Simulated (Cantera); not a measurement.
Charge: 1 mol PbO, 0.92 mol CH₄, 0.093 mol CO, held at 40.0 Pa.

Cantera equilibrium calculation (NASA polynomials, part measured and part estimated; ideal gas, pure solids and liquids). Candidate condensed phases: C, C₆H₆, C₇H₈, C₈H₁₈, H₂O, Pb, PbO, PbO₂, Pb₃O₄; 113 gas species. Equilibrium is a limit: real reactors are often held back by kinetics, nucleation or transport. All values below are at 1677 °C.

Base state: H₂ 0.432, CO 0.256, Pb 0.255, H 0.0377, H₂O 0.0178, CO₂ 0.00239, OH 0.000141, PbO 3.94e-5 (mole fractions); condensed: gas only.

Q: What changes in the equilibrium state with this change: CH₄ from 0.92 to 0.7 mol?

A: 
```
species    before     after
-------  --------  --------
H₂          0.432     0.335
Pb          0.255     0.308
CO          0.256     0.232
H₂O        0.0178    0.0789
CO₂       0.00239    0.0124
H          0.0377    0.0332
PbO       3.94e-5  0.000272
O         9.10e-6   5.20e-5
OH       0.000141  0.000709
```

Q: What changes in the equilibrium state with this change: PbO replaced by Fe₂O₃?

A: 
```json
[
 {"species": "Fe", "before": "0", "after": "0.251"},
 {"species": "H₂", "before": "0.432", "after": "0.233"},
 {"species": "H₂O", "before": "0.0178", "after": "0.222"},
 {"species": "Pb", "before": "0.255", "after": "0"},
 {"species": "CO₂", "before": "0.00239", "after": "0.0461"},
 {"species": "H", "before": "0.0377", "after": "0.0277"},
 {"species": "CO", "before": "0.256", "after": "0.213"},
 {"species": "FeO", "before": "0", "after": "0.00421"},
 {"species": "Fe(OH)₂", "before": "0", "after": "6.97e-5"},
 {"species": "FeO(l), mol", "before": "0", "after": "1.00"}
]
```
The tables' stoichiometric FeO is somewhat more stable than real wüstite, so its field is too wide. FeO: taken at fixed stoichiometry. Further candidate phases: Fe, Fe(CO)₅, FeO, Fe(OH)₂, Fe(OH)₃, Fe₂O₃, Fe₃O₄.
